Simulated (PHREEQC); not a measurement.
A solution holds 85 mmol/kgw KH2PO4, at 25 °C. Closed to the air; pH follows from the charge balance.

Computed with PHREEQC (ion-association model, phreeqc.dat).

This is a speciation only: nothing precipitates in the calculation.

Problem. Predict the pH.

Solution. pH 4.49.

Complexes and solids missing from the database can't appear.
